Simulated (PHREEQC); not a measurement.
Synthetic water in mg/kgw, 20 °C, pH 6.73, pe 12.8:

```csv
constituent,mg/kgw
Na,10000
K,1180
Ca,57.6
Mg,1550
Cl,19500
S(6) as SO4,1430
Alkalinity as HCO3,431
Si as SiO2,4.57
```

Cl is adjusted to close the charge balance.
Valence states are taken as typed.

The numbers come from PHREEQC with the ion-association model, wateq4f.dat.

This is a speciation only: nothing precipitates in the calculation.

### Question
Order these S species by the share of S that they hold, largest first: CaSO4, MgSO4, SO4-2, NaSO4-, KSO4-.

### Answer
SO4-2 (50 %), MgSO4 (28 %), NaSO4- (20 %), KSO4- (1.6 %), CaSO4 (0.52 %)

### Question
Order these Mg species by the share of Mg that they hold, largest first: MgHCO3+, MgSO4, Mg+2.

### Answer
Mg+2 (92 %), MgSO4 (6.5 %), MgHCO3+ (1.8 %)

The pH is 6.73 and the ionic strength 0.649 mol/kgw. The solution is supersaturated, for example in Magnesite (slow to form), so a real one may precipitate; this is no full list.
